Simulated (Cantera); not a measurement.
Input (Python, Cantera) and output of one run.

```python
import numpy as np
import cantera as ct

gas_names = """
    B BH BH2 BH3 BN BO BO2 B2 B2O B2O2 B2O3 B3O3H3 H HBO HBO2 HNO HNO2 HNO3 HO2 H2 H2O H2O2 H3B3O6 N NH
    NH2 NH3 NH2OH NO NO2 NO3 N2 N2H2 N2H4 N2O O OH O2 O3
""".split()
cond_names = """
    B(b) B(L) BN(s) B2O3(L) B3O3H3(cr) H2O(s) H2O(L)
""".split()


# ... load() reads the species with a 1 bar reference pressure and builds the phases ...
atoms = {
    'borazine': {'B': 3, 'N': 3, 'H': 6},
    'H2O': {'H': 2, 'O': 1},
    'N2': {'N': 2},
}
top_T = {'BN(s)': 3200}  # K; cautious upper limits of use, not melting points


# ... equilibrate(T, P, feed) seeds the gas with the atoms and calls Mixture.equilibrate('TP', solver="vcs", rtol=1e-11, max_steps=5000) ...
results = []
T = 2025  # K
P = 5300  # Pa
for m in [3.5, 4.2, 5.1, 6.1, 7.4, 8.9, 11, 13, 16, 19, 23, 27, 33]:
    feed = {'borazine': 1, 'H2O': 0.47, 'N2': m}  # mol
    mix = equilibrate(T, P, feed)
    results.append((T, P, feed, dict(zip(mix.species_names, mix.species_moles))))

top = {s: max(r[3][s] / sum(r[3][g] for g in gas_names) for r in results) for s in gas_names}
cols = sorted((s for s in top if top[s] > 1e-06), key=lambda s: -top[s])[:8]
seen = [c for c in cond_names if any(r[3].get(c, 0) > 1e-12 for r in results)]
print("log10 of partial pressures in bar; condensed amounts in mol")
print(f"{'n(N2)':>10s}" + "".join(f"{s[:9]:>10s}" for s in cols + seen))
for T, P, feed, n in results:
    ng = sum(n[g] for g in gas_names)
    print(f"{feed['N2']:10.4g}" + "".join(f"{np.log10(max(n[s] / ng * P / 1e5, 1e-99)):10.3f}" for s in cols)
          + "".join(f"{n.get(c, 0):10.4g}" for c in seen))
```

It prints:

```
log10 of partial pressures in bar; condensed amounts in mol
     n(N2)        N2        H2       HBO      B2O2        BO         H      B2O3      HBO2     BN(s)
       3.5    -1.578    -1.628    -2.738    -3.428    -3.488    -3.530    -4.012    -4.157     2.554
       4.2    -1.542    -1.667    -2.778    -3.469    -3.508    -3.549    -4.056    -4.200     2.554
       5.1    -1.507    -1.713    -2.825    -3.517    -3.532    -3.572    -4.111    -4.253     2.553
       6.1    -1.478    -1.758    -2.871    -3.565    -3.556    -3.595    -4.168    -4.309     2.553
       7.4    -1.449    -1.812    -2.925    -3.620    -3.584    -3.621    -4.236    -4.376     2.552
       8.9    -1.425    -1.866    -2.980    -3.676    -3.612    -3.648    -4.308    -4.447     2.551
        11    -1.401    -1.932    -3.048    -3.745    -3.646    -3.681    -4.399    -4.537      2.55
        13    -1.384    -1.986    -3.104    -3.802    -3.675    -3.709    -4.476    -4.613     2.549
        16    -1.366    -2.057    -3.176    -3.876    -3.712    -3.744    -4.579    -4.714     2.548
        19    -1.354    -2.118    -3.239    -3.941    -3.744    -3.775    -4.670    -4.803     2.546
        23    -1.341    -2.188    -3.312    -4.016    -3.782    -3.810    -4.776    -4.906     2.545
        27    -1.332    -2.249    -3.374    -4.081    -3.814    -3.840    -4.869    -4.997     2.544
        33    -1.323    -2.326    -3.455    -4.166    -3.857    -3.879    -4.991    -5.116     2.543
```

These are equilibrium values from Cantera (NASA tables, ideal gas, pure condensed phases), not measurements of a reactor. The feed counts by its element totals alone. The tables' values for BH2 are old estimates; treat these amounts as uncertain.
